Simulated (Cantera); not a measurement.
A perfectly stirred reactor is fed with 7.47 % H2, 57.5 % O2, 35.1 % N2, at 7.50 Torr; it is held at 1075 K, and followed from long to short residence time.

Cantera simulation using the H2/O2 subset of GRI-Mech 3.0, which has no nitrogen chemistry; the numbers are that mechanism's predictions, not measurements. Radical loss at walls, strong at low pressure, is not modelled. The temperature is held fixed by assumption; the heat of reaction is taken as removed at once.

**Question.** Predict: x(H2) at τ = 5.80 s; x(O2) at τ = 5.80 s; x(H) at τ = 5.80 s; x(HO2) at τ = 5.80 s; x(OH) at τ = 5.80 s; x(H2) at τ = 0.200 s; x(O2) at τ = 0.200 s; x(H) at τ = 0.200 s; x(HO2) at τ = 0.200 s; x(OH) at τ = 0.200 s.

**Answer.** 
| Property | Result |
|---|---|
| x(H2) at τ = 5.80 s | 0.000182 |
| x(O2) at τ = 5.80 s | 0.557 |
| x(H) at τ = 5.80 s | 0.000117 |
| x(HO2) at τ = 5.80 s | 1.50e-6 |
| x(OH) at τ = 5.80 s | 0.000495 |
| x(H2) at τ = 0.200 s | 0.00136 |
| x(O2) at τ = 0.200 s | 0.552 |
| x(H) at τ = 0.200 s | 0.00289 |
| x(HO2) at τ = 0.200 s | 3.16e-6 |
| x(OH) at τ = 0.200 s | 0.00154 |
